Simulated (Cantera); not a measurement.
# Adiabatic ignition

An adiabatic, constant-pressure homogeneous reactor starts with 14.7 % CH₄, 5.28 % H₂, 16.9 % O₂, 63.2 % N₂, at 1748 K and 100000 Pa.

Detailed kinetics in Cantera: GRI-Mech 3.0 (53 species, 325 reactions).

```
t (s)     T (K)     x CH₄    x H₂      x O₂    x HO₂   x CH₂CO
--------  -----  --------  ------  --------  -------  --------
2.00e-6    1748     0.147  0.0528     0.169  3.77e-6    <1e-12
5.70e-6    1748     0.147  0.0528     0.169  9.64e-6  2.32e-12
1.62e-5    1747     0.146  0.0528     0.168  1.93e-5   1.32e-9
4.62e-5    1755     0.142  0.0527     0.166  5.53e-5   3.37e-6
0.000132   2790   3.12e-6   0.147  0.000138  1.17e-7   1.59e-7
0.000375   2746  4.46e-12   0.146  0.000228  1.76e-7    <1e-12
0.00107    2730  3.24e-12   0.145  0.000263  1.96e-7    <1e-12
0.00304    2728  3.26e-12   0.145  0.000260  1.94e-7    <1e-12
0.00866    2728  3.28e-12   0.145  0.000259  1.93e-7    <1e-12
0.0247     2728  3.28e-12   0.145  0.000259  1.93e-7    <1e-12
0.0702     2728  3.28e-12   0.145  0.000259  1.93e-7    <1e-12
0.200      2728  3.28e-12   0.145  0.000259  1.93e-7    <1e-12
```
x: mole fraction; the columns are a selection and need not sum to one.

```json
{
  "time_of_steepest_temperature_rise": "98.2 µs",
  "temperature at 0.200 s": "2728 K",
  "equilibrium_temperature": "2728 K",
  "x(CH₄) at 0.200 s": "3.28e-12 (gas-phase equilibrium 3.72e-12)",
  "x(H₂) at 0.200 s": "0.145 (gas-phase equilibrium 0.145)",
  "x(O₂) at 0.200 s": "0.000259 (gas-phase equilibrium 0.000259)"
}
```
